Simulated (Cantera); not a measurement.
An isothermal, constant-pressure homogeneous reactor starts with 28.3 % H2, 31.2 % O2, 40.5 % N2, equivalence ratio 0.46, at 1050 K and 100.0 Torr.

Model: the H2/O2 subset of GRI-Mech 3.0, which has no nitrogen chemistry, integrated in Cantera. The temperature is held fixed by assumption; the heat of reaction is taken as removed at once.

One state of this run: x H2 = 3.98e-6; x O2 = 0.198; x H = 2.11e-8; x OH = 2.82e-5; x H2O2 = 1.63e-7; x H2O = 0.330. x: mole fraction; the columns are a selection and need not sum to one.

Which value of t (s) does it belong to?
(A) 0.0465
(B) 0.000293
(C) 1.00e-5
(D) 0.252

A, 0.0465
